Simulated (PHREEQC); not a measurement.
Solution (25 °C): 0.0049 mol AgF per kg of water. Closed to the air; pH follows from the charge balance.

Computed with PHREEQC (ion-association model, wateq4f.dat).

```csv
quantity,before,after
pH,7.36,7.17
AgF (mol/kgw),4.64e-5,2.04e-6
HF (mol/kgw),2.96e-7,9.61e-8
AgOH (mol/kgw),1.02e-7,1.39e-8
HF2- (mol/kgw),5.52e-9,3.61e-10
SI of Ag2O (Ag2O),-2.56,-4.29
```

Q: What was changed between the two runs?
A. AgF from 0.0049 to 0.00539 mol/kgw
B. 0.00021 mol/kgw H3PO4 added
C. diluted 5-fold with water
D. temperature from 25 to 60 °C

A: C, diluted 5-fold with water

This is a speciation only: nothing precipitates in the calculation.
